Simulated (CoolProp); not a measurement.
Vapour-liquid equilibrium of R134a (1) + R142b (2) at 186.9 K; x and y are mole fractions of (1).

Values from CoolProp's multi-fluid Helmholtz-energy mixture model, Tillner-Roth 1994 and Lemmon 2006; pair parameters Bell 2016.

| x | bubble pressure (bar) | y at the bubble point | dew pressure at overall composition x (bar) | liquid density (mol/L) |
|---|---|---|---|---|
| 0.05 | 0.01013 | 0.142 | 0.009473 | 13.58 |
| 0.2 | 0.01281 | 0.423 | 0.01060 | 13.79 |
| 0.35 | 0.01507 | 0.592 | 0.01200 | 14.02 |
| 0.5 | 0.01696 | 0.709 | 0.01377 | 14.26 |
| 0.65 | 0.01855 | 0.800 | 0.01598 | 14.51 |
| 0.8 | 0.01992 | 0.882 | 0.01856 | 14.77 |
| 0.95 | 0.02111 | 0.968 | 0.02089 | 15.05 |

No azeotrope shows between x = 0.05 and 0.95.

The pair parameters rest on a limited set of measurements; away from them the model extrapolates.
